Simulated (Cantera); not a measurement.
**Premixed flame**

A freely propagating, adiabatic, planar premixed flame of CH4 : H2 : O2 : N2 = 1 : 0.65 : 1.79 : 6.72 (molar parts), unburnt at 423 K and 7500 Torr; multicomponent transport, grid criteria slope 0.08 and curve 0.16, no radiation.

Cantera simulation using GRI-Mech 3.0 (53 species, 325 reactions); the numbers are that mechanism's predictions, not measurements. Burning velocities carry a grid error of a few per cent, more on coarse grids.

```csv
z (mm),T (K),u (m/s),x CH4,x H2,x O2,x CO,x CH2,x C2H2
-0.311,424,0.235,0.0985,0.0632,0.176,6.77e-6,<1e-8,2.48e-8
-0.207,431,0.239,0.0984,0.0615,0.176,0.000102,<1e-8,5.08e-7
-0.155,460,0.255,0.0973,0.0593,0.175,0.000564,<1e-8,3.57e-6
-0.104,594,0.329,0.0911,0.0554,0.166,0.00337,<1e-8,2.81e-5
-0.0518,1110,0.621,0.0623,0.0501,0.121,0.0188,<1e-8,0.000217
-0.0259,1536,0.866,0.0353,0.0477,0.0763,0.0354,5.80e-7,0.000502
0,1919,1.09,0.0116,0.0456,0.0311,0.0511,1.40e-5,0.00110
0.0259,2103,1.20,0.00282,0.0445,0.00871,0.0559,2.12e-5,0.000997
0.0518,2161,1.23,0.000959,0.0451,0.00239,0.0554,9.63e-6,0.000586
0.104,2189,1.24,0.000287,0.0467,0.000279,0.0539,1.86e-6,0.000251
0.207,2198,1.25,9.30e-5,0.0480,1.59e-5,0.0531,2.84e-7,9.19e-5
0.414,2200,1.25,2.58e-5,0.0485,2.90e-6,0.0531,5.06e-8,2.46e-5
0.829,2200,1.25,3.06e-6,0.0486,2.38e-6,0.0531,<1e-8,2.67e-6
```
x: mole fraction of selected species; z is measured from the peak of heat release.

| Item | Value |
|---|---|
| laminar burning velocity | 23.5 cm/s |
| thermal thickness | 0.104 mm |
| peak x(CO) | 0.0560 |
| peak x(CH2) | 2.32e-5 |
| peak x(C2H2) | 0.00119 |
| grid points | 134 |
